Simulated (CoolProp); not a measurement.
The fluid at 320.04 K and 0.0376 MPa is throttled through a valve to 0.0135 MPa with no heat exchange. The same conditions are run with several fluids, on thermodynamics alone (safety and materials aside).

The numbers come from the reference Helmholtz-energy equation of state of each fluid (n-perfluorohexane: Gao 2022; ammonia: Gao 2020; propane: Lemmon 2009; R1224YDZ: Akasaka 2023; R11: Jacobsen 1992) in CoolProp.

| fluid | temperature change (K) | final density (kg/m³) |
|---|---|---|
| n-perfluorohexane | -0.5 | 1.73 |
| ammonia | -0.5 | 0.0866 |
| propane | -0.3 | 0.224 |
| R1224YDZ | -0.6 | 0.758 |
| R11 | -0.7 | 0.701 |
